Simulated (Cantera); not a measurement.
## Chemical vapour transport: B + H2O

Feed: 1 mol B, 0.022 mol H2O, held at 1048.15 K and 1.00 bar.

Method: chemical equilibrium by Gibbs-energy minimisation in Cantera with the NASA 1993 tables (ideal gas, pure condensed phases). Candidate condensed phases: B, B2O3, B3O3H3, H2O; 23 gas species. Mutual solubility and eutectic melting of coexisting phases are not modelled. Equilibrium is a limit: real reactors are often held back by kinetics, nucleation or transport.

```json
{
  "x(H2)": "0.994",
  "x(B3O3H3)": "0.00629",
  "x(HBO)": "2.89e-6",
  "n(B(s))": "0.985 mol",
  "n(B2O3(l))": "0.00720 mol",
  "gas_amount": "0.02193 mol",
  "log10 activity of B3O3H3(s) (absent)": "-5.94"
}
```
